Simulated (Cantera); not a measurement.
**Equilibrium for thermal oxidation and active oxidation of silicon: Si + N2O + H2**

A closed system holds: 1 mol Si, 3.5 mol N2O, 330 mol H2, held at 1173.15 K and 0.0100 bar.

These are equilibrium values from Cantera (NASA tables, ideal gas, pure condensed phases), not measurements of a reactor. Candidate condensed phases: H2O, Si, SiO2, Si2N2O, Si3N4; 35 gas species. The tables hold silica as quartz up to 1696 K and as liquid above; real silica turns to tridymite and cristobalite and melts near 1996 K. Equilibrium is a limit: real reactors are often held back by kinetics, nucleation or transport.

```yaml
x(H2): 0.985
x(N2): 0.0105
x(H2O): 0.00450
x(H): 1.17e-6
n(SiO2(β-quartz)): 1.00 mol
gas_amount: 333.5 mol
log10 activity of Si(s) (absent): -10.20
```
